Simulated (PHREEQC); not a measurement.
Dissolve 0.029 mol/kgw AgNO3 and 0.049 mol/kgw NaCl at 91 °C. Closed to the air; pH follows from the charge balance.

The numbers come from PHREEQC with the ion-association model, wateq4f.dat.

```json
[
 {"quantity": "pH", "before": "6.19", "after": "6.19"},
 {"quantity": "AgCl (mol/kgw)", "before": "0.0148", "after": "0.00824"},
 {"quantity": "AgCl2- (mol/kgw)", "before": "0.0108", "after": "0.000413"},
 {"quantity": "Cl- (mol/kgw)", "before": "0.0107", "after": "0.000734"},
 {"quantity": "SI of Cerargyrite (AgCl)", "before": "+2.93", "after": "+2.68"},
 {"quantity": "SI of Ag2O (Ag2O)", "before": "-4.13", "after": "-2.37"}
]
```

Q: Which change was made?
(A) diluted 2-fold with water
(B) NaCl from 0.049 to 0.0098 mol/kgw
(C) AgNO3 from 0.029 to 0.29 mol/kgw
(D) AgNO3 from 0.029 to 0.0261 mol/kgw
(E) diluted 10-fold with water

A: B, NaCl from 0.049 to 0.0098 mol/kgw

This is a speciation only: nothing precipitates in the calculation. Some of these states are supersaturated (in Cerargyrite, for instance). Away from 25 °C the constants follow the database's enthalpies or fits; those with neither stay at their 25 °C values.
